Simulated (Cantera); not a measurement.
A Cantera script and its output.

```python
import numpy as np
import cantera as ct

gas = ct.Solution("SiF4_NH3_mec.yaml", "gas")
gas.TPX = 2400, 1333, {'NH3': 1, 'N2': 1.8}
reactor = ct.IdealGasConstPressureReactor(gas, energy="off", clone=False)
net = ct.ReactorNet([reactor])
net.rtol, net.atol = 1e-08, 1e-18
show = ['NH3', 'N', 'NH', 'H', 'NH2', 'N2H2']
times = np.geomspace(0.0002, 3, 11)

steps = ct.SolutionArray(gas, extra=["t"])
rows = []
print(f"{'t/s':>10s}{'T/K':>9s}{'P/Pa':>11s}" + "".join(f"{s:>11s}" for s in show))
for t in times:
    while net.time < t:
        t_next = net.step()
        steps.append(gas.state, t=t_next)
    rows.append([np.interp(t, steps.t, y) for y in (steps.T, steps.P, *steps(*show).X.T)])
    print(f"{t:10.3e}{rows[-1][0]:9.1f}{rows[-1][1]:11.4g}" + "".join(f"{x:11.3e}" for x in rows[-1][2:]))
rate = np.gradient(steps.T, steps.t)
print("integrator steps:", len(steps.t))
if steps.T.max() > steps.T[0] + 200:
    print(f"time of steepest temperature rise: {steps.t[rate.argmax()]:.4e} s")
gas.TPX = 2400, 1333, {'NH3': 1, 'N2': 1.8}
gas.equilibrate("TP")
print(f"equilibrium (TP): T = {gas.T:.1f} K  " + "  ".join(f"{s} {gas[s].X[0]:.3e}" for s in show))
```

Result:

```
       t/s      T/K       P/Pa        NH3          N         NH          H        NH2       N2H2
 2.000e-04   2400.0       1333  3.563e-01  7.346e-09  2.296e-06  9.057e-06  7.360e-04  1.509e-07
 5.232e-04   2400.0       1333  3.548e-01  9.766e-08  1.608e-05  1.226e-05  1.888e-03  1.441e-06
 1.369e-03   2400.0       1333  3.502e-01  6.273e-07  5.781e-05  3.646e-05  4.191e-03  9.153e-06
 3.580e-03   2400.0       1333  3.346e-01  3.141e-06  1.061e-04  1.270e-04  5.059e-03  1.712e-05
 9.364e-03   2400.0       1333  2.952e-01  8.316e-06  1.306e-04  2.977e-04  3.972e-03  1.417e-05
 2.449e-02   2400.0       1333  2.159e-01  1.419e-05  1.386e-04  6.357e-04  2.788e-03  9.213e-06
 6.407e-02   2400.0       1333  1.037e-01  1.714e-05  1.149e-04  1.295e-03  1.539e-03  3.699e-06
 1.676e-01   2400.0       1333  2.020e-02  1.618e-05  6.273e-05  2.683e-03  4.709e-04  5.467e-07
 4.384e-01   2400.0       1333  2.711e-04  1.017e-05  1.090e-05  9.829e-03  2.221e-05  3.718e-09
 1.147e+00   2400.0       1333  7.949e-07  1.487e-06  4.335e-07  3.450e-02  2.394e-07  1.290e-12
 3.000e+00   2400.0       1333  3.467e-08  6.377e-07  8.677e-08  6.910e-02  2.236e-08  8.204e-14
integrator steps: 2004
equilibrium (TP): T = 2400.0 K  NH3 2.328e-08  N 7.318e-07  NH 8.329e-08  H 8.068e-02  NH2 1.796e-08  N2H2 6.440e-14
```

Computed with Cantera and the gas-phase N/H chemistry of the illustrative SiF4/NH3 mechanism in the Surface Chemkin manual (1991). Walls and surfaces, which speed up NH3 decomposition in real reactors, are not modelled.
